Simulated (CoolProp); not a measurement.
Vapour-liquid equilibrium of carbon dioxide (1) + R152A (2) at 0.891 MPa; x and y are mole fractions of (1).

Computed with CoolProp (multi-fluid Helmholtz-energy mixture model, Span 1996 and Outcalt 1996; pair parameters Bell 2016).

```csv
x,bubble temperature (°C),y at the bubble point,dew temperature at overall composition x (°C),liquid density (mol/L)
0.05,28.2,0.265,37.3,13.71
0.15,9.8,0.604,33.2,14.95
0.25,-3.6,0.771,28.9,16.09
0.35,-13.4,0.859,24.2,17.17
0.45,-20.8,0.909,19.0,18.26
0.55,-26.5,0.940,13.3,19.39
0.65,-31.3,0.961,6.5,20.58
0.75,-35.2,0.976,-1.6,21.87
0.85,-38.7,0.987,-12.3,23.27
0.95,-41.8,0.996,-28.7,24.81
```

No azeotrope shows between x = 0.05 and 0.95.

The pair parameters rest on a limited set of measurements; away from them the model extrapolates.
